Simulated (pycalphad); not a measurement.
CALPHAD calculation (pycalphad, COST 507 light-alloy database (1999)), 1 atm. The data set is of 1999 and partly superseded. Amounts are mole fractions of atoms.

Question: Give the equilibrium state of Hf-66.8C (at.%) at 950 K.

Answer: fcc, fraction 0.658, with 49.6 C at.%; graphite, fraction 0.342, with 100 C at.%.

The fcc model also describes the rock-salt carbide or nitride (TiC, TiN, HfC).
